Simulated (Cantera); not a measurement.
Charge: 1 mol SiO₂, 0.63 mol H₂, 9.1 mol H₂O, equilibrated at 1 atm.

Cantera equilibrium calculation (NASA polynomials, part measured and part estimated; ideal gas, pure solids and liquids). Candidate condensed phases: H₂O, Si, SiO₂; 18 gas species. The tables hold silica as quartz up to 1696 K and as liquid above; real silica turns to tridymite and cristobalite and melts near 1996 K. Gases not in the tables: Si(OH)₄. Equilibrium is a limit: real reactors are often held back by kinetics, nucleation or transport.

### Question
At 1923 K, list the 4 most abundant gas species with their mole fractions, and the condensed phases.

### Answer
H₂O 0.935, H₂ 0.0648, OH 0.000296, H 0.000238. Condensed: SiO₂(condensed).
